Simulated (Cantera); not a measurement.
## Low-pressure radical oxidation in H2/O2

An isothermal, constant-pressure homogeneous reactor starts with 2.90 % H2, 96.5 % O2, 0.589 % H2O, equivalence ratio 0.015, at 1425 K and 0.00100 bar.

Cantera simulation using GRI-Mech 3.0 (53 species, 325 reactions); the numbers are that mechanism's predictions, not measurements. Radical loss at walls, strong at low pressure, is not modelled.

```tsv
t (s)	x H2	x O2	x O	x OH	x H	x H2O2
4.00e-5	0.0290	0.965	2.10e-10	2.21e-10	2.55e-9	<1e-12
0.000102	0.0290	0.965	1.26e-9	1.28e-9	5.81e-9	<1e-12
0.000261	0.0290	0.965	6.80e-9	6.74e-9	1.17e-8	2.33e-12
0.000666	0.0290	0.965	3.16e-8	3.03e-8	2.13e-8	1.50e-11
0.00170	0.0290	0.965	1.45e-7	1.31e-7	4.98e-8	9.47e-11
0.00434	0.0290	0.965	1.17e-6	1.01e-6	2.97e-7	5.69e-10
0.0111	0.0288	0.965	8.54e-5	7.30e-5	2.05e-5	2.89e-9
0.0283	0.00105	0.940	0.0213	0.00519	0.00264	3.39e-9
0.0722	0.000365	0.939	0.0231	0.00419	0.00224	2.48e-9
0.184	0.000363	0.939	0.0230	0.00418	0.00222	2.48e-9
0.471	0.000359	0.939	0.0227	0.00416	0.00218	2.47e-9
1.20	0.000350	0.940	0.0220	0.00410	0.00209	2.45e-9
3.07	0.000326	0.942	0.0204	0.00397	0.00187	2.41e-9
7.83	0.000275	0.945	0.0170	0.00365	0.00143	2.29e-9
20.0	0.000186	0.952	0.0113	0.00301	0.000776	2.00e-9
```
x: mole fraction; the columns are a selection and need not sum to one.

Equilibrium at this temperature and pressure: H2 7.52e-7, O2 0.965, O 4.34e-5, OH 0.000193, H 1.88e-7, H2O2 1.44e-10 (gas phase only).
